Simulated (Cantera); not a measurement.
Source: NASA polynomial tables (part measured, part estimated), evaluated in Cantera. Values are per mole of reaction as written; species without (g) are pure solids or liquids, kept so even where they would boil at 1 bar.

0.6667 Ti + Cl2(g) = 0.6667 TiCl3

```csv
T (K),ΔH° (kJ),ΔS° (J/K),ΔG° (kJ),log10 K
300,-481.1,-150.3,-436.1,75.92
400,___,___,___,___
450,-479.2,-144.9,-413.9,48.05
500,___,___,___,___
550,-477.9,-142.4,-399.6,37.95
600,-477.3,-141.3,-392.5,34.17
650,-476.6,-140.3,-385.4,30.97
700,-476.0,-139.4,-378.5,28.24
750,-475.4,-138.5,-371.5,25.87
800,-474.8,-137.7,-364.6,23.81
850,-474.1,-136.9,-357.7,21.98
900,-473.5,-136.3,-350.9,20.37
```

Question: Complete the blanks.

Answer: 
- 400, ΔH° (kJ): -479.8
- 400, ΔS° (J/K): -146.4
- 400, ΔG° (kJ): -421.2
- 400, log10 K: 55.01
- 500, ΔH° (kJ): -478.5
- 500, ΔS° (J/K): -143.6
- 500, ΔG° (kJ): -406.7
- 500, log10 K: 42.49
